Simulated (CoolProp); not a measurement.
Properties of normal hydrogen along the isotherm 47.3 K (Tc = 33.1 K, pc = 1.296 MPa, ω = -0.219).

Model: reference Helmholtz-energy equation of state, Leachman 2009, in CoolProp.

| p (MPa) | phase | Z | cp (kJ/(kg K)) | isothermal compressibility (1/MPa) | expansivity (1/kK) | Prandtl number |
|---|---|---|---|---|---|---|
| 1.08 | gas | 0.8950 | 12.70 | 1.037 | 29.22 | 0.737 |
| 2.16 | supercritical | 0.7887 | 16.62 | 0.5825 | 41.62 | 0.917 |
| 3.24 | supercritical | 0.7018 | 21.50 | 0.3947 | 53.98 | 1.16 |
| 4.32 | supercritical | 0.6673 | 22.77 | 0.2378 | 51.70 | 1.25 |
| 5.4 | supercritical | 0.6843 | 20.88 | 0.1395 | 41.12 | 1.20 |
| 6.48 | supercritical | 0.7277 | 18.86 | 0.09001 | 32.53 | 1.13 |
| 7.56 | supercritical | 0.7823 | 17.34 | 0.06390 | 26.70 | 1.07 |
| 8.64 | supercritical | 0.8419 | 16.22 | 0.04866 | 22.70 | 1.04 |
| 9.72 | supercritical | 0.9037 | 15.38 | 0.03893 | 19.82 | 1.01 |
| 10.8 | supercritical | 0.9665 | 14.73 | 0.03228 | 17.67 | 0.991 |
| 11.9 | supercritical | 1.031 | 14.19 | 0.02742 | 15.97 | 0.976 |
| 13 | supercritical | 1.095 | 13.76 | 0.02379 | 14.61 | 0.965 |

The peak of cp marks the crossing from liquid-like to gas-like fluid above the critical point.

Viscosity comes from a separate model (Muzny 2013). Thermal conductivity comes from a separate model (Assael 2011).
